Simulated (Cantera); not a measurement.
An isothermal, constant-pressure homogeneous reactor starts with CO : O2 : H2O : N2 = 0.019 : 0.013 : 0.00022 : 1 (molar parts), equivalence ratio 0.73, at 1250 K and 2.10 bar.

Model: GRI-Mech 3.0 (53 species, 325 reactions), integrated in Cantera.

x: mole fraction; the columns are a selection and need not sum to one.

```
t (s)           x CO     x O2     x H2O       x HO2      x NO
--------  ----------  -------  --------  ----------  --------
3.00e-5       0.0184   0.0126  0.000213      <1e-12    <1e-12
0.000104      0.0184   0.0126  0.000213    1.47e-11    <1e-12
0.000360      0.0184   0.0126  0.000213    3.22e-10    <1e-12
0.00125       0.0184   0.0126  0.000213     4.94e-9    <1e-12
0.00433       0.0184   0.0126  0.000213     2.15e-7  1.16e-12
0.0150        0.0119  0.00925  0.000190     2.12e-6   3.79e-7
0.0520       0.00202  0.00440  0.000206     9.49e-7   1.92e-6
0.180       0.000200  0.00352  0.000213     2.96e-7   2.56e-6
0.624     (withheld)  0.00343  0.000215  (withheld)   2.71e-6
2.16      (withheld)  0.00342  0.000215  (withheld)   2.79e-6
7.49         3.60e-8  0.00342  0.000215    1.36e-10   2.83e-6
26.0         1.21e-8  0.00342  0.000215    5.88e-11   2.84e-6
90.0         1.19e-8  0.00342  0.000215    5.82e-11   2.84e-6
```

Problem. Fill in the missing entries.

Solution. 
- 0.624, x CO: 1.21e-5
- 0.624, x HO2: 3.58e-8
- 2.16, x CO: 5.20e-7
- 2.16, x HO2: 2.10e-9
